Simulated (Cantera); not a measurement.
Predominance diagram of V at 1075 K against the partial pressures of O₂ and N₂ (log10, bar). Cantera with NASA thermochemical tables; ideal gases at 1 bar, condensed phases pure. Candidates: V(s), VN(s), VO(s), V₂O₃(s), V₂O₄(s), V₂O₅(l). Only these pure phases compete in this equilibrium. VN, VO: taken at fixed stoichiometry. Not in the tables: V₃O₅ to V₆O₁₃, V₂N.

```
log p(N₂) \ log p(O₂)
        columns: -13, -12.1, -11.2, -10.4, -9.5, -8.6, -7.8, -6.9, -6, -5.1, -4.2, -3.4, -2.5, -1.6, -0.8, 0.1, 1
      1  A B B B B B B B B B B B C C C C C
   -0.9  A B B B B B B B B B B B C C C C C
   -2.8  A B B B B B B B B B B B C C C C C
   -4.8  A B B B B B B B B B B B C C C C C
   -6.7  A B B B B B B B B B B B C C C C C
   -8.6  A B B B B B B B B B B B C C C C C
  -10.5  A B B B B B B B B B B B C C C C C
  -12.4  A B B B B B B B B B B B C C C C C
  -14.3  A B B B B B B B B B B B C C C C C
  -16.2  A B B B B B B B B B B B C C C C C
  -18.2  A B B B B B B B B B B B C C C C C
  -20.1  A B B B B B B B B B B B C C C C C
    -22  A B B B B B B B B B B B C C C C C
```

A: V₂O₃(s); B: V₂O₄(s); C: V₂O₅(l).
